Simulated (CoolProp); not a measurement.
Ethanol along the isobar 2.71 MPa: fugacity coefficient from the reference equation and from simpler models built on Tc = 514.7 K, pc = 6.268 MPa, ω = 0.644; each cubic takes its own stable root.

The numbers come from the reference Helmholtz-energy equation of state, Schroeder 2014 in CoolProp.

| T (K) | phase | reference | van der Waals | Redlich-Kwong | Soave-Redlich-Kwong | Peng-Robinson |
|---|---|---|---|---|---|---|
| 182.4 | liquid | 2.950e-8 | 0.004819 | 1.056e-5 | 7.014e-9 | 1.277e-8 |
| 189.3 | liquid | 9.106e-8 | 0.006748 | 2.476e-5 | 2.593e-8 | 4.461e-8 |
| 196.3 | liquid | 2.619e-7 | 0.009265 | 5.440e-5 | 8.771e-8 | 1.432e-7 |
| 203.3 | liquid | 6.963e-7 | 0.01244 | 0.0001116 | 2.692e-7 | 4.191e-7 |
| 210.3 | liquid | 1.726e-6 | 0.01637 | 0.0002154 | 7.573e-7 | 1.130e-6 |
| 217.3 | liquid | 4.015e-6 | 0.02116 | 0.0003939 | 1.971e-6 | 2.829e-6 |
| 224.3 | liquid | 8.820e-6 | 0.02691 | 0.0006868 | 4.781e-6 | 6.625e-6 |
| 231.3 | liquid | 1.839e-5 | 0.03371 | 0.001147 | 1.088e-5 | 1.461e-5 |
| 238.2 | liquid | 3.625e-5 | 0.04153 | 0.001831 | 2.315e-5 | 3.019e-5 |
| 245.2 | liquid | ___ | 0.05070 | 0.002843 | 4.726e-5 | 6.000e-5 |
| 252.2 | liquid | 0.0001266 | 0.06118 | 0.004279 | 9.199e-5 | 0.0001140 |
| 259.2 | liquid | 0.0002238 | 0.07305 | 0.006258 | 0.0001714 | ___ |
| 266.2 | liquid | 0.0003824 | 0.08639 | 0.008919 | 0.0003069 | 0.0003644 |
| 273.2 | liquid | 0.0006338 | 0.1013 | 0.01242 | 0.0005298 | 0.0006174 |
| 280.2 | liquid | 0.001021 | 0.1177 | ___ | 0.0008841 | 0.001013 |

Question: Fill in the missing entries.

Answer: 
- 245.2, reference: 6.910e-5
- 259.2, Peng-Robinson: 0.0002077
- 280.2, Redlich-Kwong: 0.01692
